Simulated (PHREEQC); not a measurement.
Dissolve 0.0097 mol HCl, 0.21 mol ZnSO4 and 0.055 mol Na2SO4 per kg of water at 20 °C. Closed to the air; pH follows from the charge balance.

Model: ion-association model, wateq4f.dat, run in PHREEQC.

Precipitation was switched off in this run.

Problem. Estimate the pH.

Solution. pH 2.57.

Problem. In which forms is Na present?

Solution. Na+ 92 %, NaSO4- 8.0 % of the Na.

Species that the database lacks are ignored.
